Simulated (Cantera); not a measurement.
Premixed flame

A freely propagating, adiabatic, planar premixed flame of C2H4 : O2 : N2 : H2O = 1 : 4.35 : 17.4 : 1.5 (molar parts), equivalence ratio 0.69, unburnt at 400 K and 190000 Pa; unity-Lewis-number transport, grid criteria slope 0.08 and curve 0.16, no radiation.

Model: GRI-Mech 3.0 (53 species, 325 reactions), integrated in Cantera. GRI-Mech 3.0 was tuned for natural gas; its chemistry of ethylene as a main component is partial and can be far from experiment. Unity Lewis numbers drop preferential diffusion, which matters most where H2 and H carry the flame. Burning velocities carry a grid error of a few per cent, more on coarse grids.

```tsv
z (mm)	T (K)	u (m/s)	x C2H4	x O2	x H2O	x H2O2	x O	x C2H2
-0.763	401	0.396	0.0412	0.179	0.0619	4.21e-7	<1e-8	1.66e-7
-0.509	405	0.401	0.0411	0.179	0.0622	3.67e-6	<1e-8	1.46e-6
-0.382	415	0.411	0.0407	0.178	0.0627	1.06e-5	<1e-8	4.28e-6
-0.254	476	0.471	0.0386	0.173	0.0661	4.83e-5	<1e-8	2.12e-5
-0.127	793	0.790	0.0272	0.146	0.0849	0.000174	3.85e-7	0.000114
-0.0636	1125	1.13	0.0144	0.117	0.106	0.000156	2.95e-5	0.000215
0	1459	1.47	0.00280	0.0852	0.127	9.10e-6	0.000670	0.000230
0.0636	1620	1.63	0.000136	0.0697	0.135	1.35e-6	0.00213	3.64e-5
0.127	1693	1.70	4.32e-6	0.0641	0.136	9.96e-7	0.00243	1.98e-6
0.254	1774	1.77	<1e-8	0.0595	0.138	6.39e-7	0.00186	<1e-8
0.509	1839	1.83	<1e-8	0.0568	0.141	3.60e-7	0.000935	<1e-8
1.02	1874	1.86	<1e-8	0.0558	0.143	1.85e-7	0.000344	<1e-8
2.03	1888	1.87	<1e-8	0.0555	0.143	9.45e-8	0.000117	<1e-8
```
x: mole fraction of selected species; z is measured from the peak of heat release.

```
Item                         Result
------------------------  ---------
laminar burning velocity  39.5 cm/s
thermal thickness          0.254 mm
peak x(H2O2)               0.000191
peak x(O)                   0.00245
peak x(C2H2)               0.000262
grid points                     133
```
